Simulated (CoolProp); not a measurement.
Computed with CoolProp (reference Helmholtz-energy equation of state, Lemmon 2006). It is a short technical equation, of lower accuracy than the large ones.

Problem. For carbonyl sulfide, give the phase and the Z, expansivity (1/kK), fugacity coefficient at 231.2 K and 158 kPa.

Solution. 
- 231.2 K and 158 kPa: liquid; Z 0.00427, expansivity 1.90, fugacity coefficient 0.892
